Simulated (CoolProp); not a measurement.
Vapour-liquid equilibrium of CH2F2 (R32) (1) + R123 (2) at 6.18 bar; x and y are mole fractions of (1).

The numbers come from the multi-fluid Helmholtz-energy mixture model, Tillner-Roth 1997 and Younglove 1994; pair parameters Bell 2016 in CoolProp.

### Question
Give the bubble temperature and the first vapour's composition at x = 0.725, 0.8, 0.875. Is there an azeotrope?

### Answer
x = 0.725: 273.4 K, y = 0.973; x = 0.8: 271.0 K, y = 0.981; x = 0.875: 268.7 K, y = 0.988. No azeotrope shows between x = 0.05 and 0.95.

Pair parameters are fitted to limited data, so mixtures are less certain than the pure fluids. The gap from Raoult's law changes sign with composition, which may be real or a fault of the pair parameters; it wasn't checked against measurements.
